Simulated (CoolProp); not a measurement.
A Linde-Hampson liquefier for dry air: isothermal reversible compression at 280 K from 1 atm to 40 MPa, throttling to 1 atm, return gas leaving the recuperator 10 K below the feed. Each further row changes one setting.

Computed with CoolProp (reference Helmholtz-energy equation of state, Lemmon 2000). It is a pseudo-pure fit of the blend.

| case | liquid yield per pass | compression work (kJ/kg of gas) |
|---|---|---|
| as stated | [?] | 482 |
| high pressure 80 MPa | [?] | [?] |
| warm-end temperature 310 K | [?] | 538 |
| warm-end gap 15 K | [?] | 482 |

Q: Fill in the missing entries.

A: 
- as stated, liquid yield per pass: 0.106
- high pressure 80 MPa, liquid yield per pass: 0.073
- high pressure 80 MPa, compression work (kJ/kg of gas): 561
- warm-end temperature 310 K, liquid yield per pass: 0.074
- warm-end gap 15 K, liquid yield per pass: 0.095
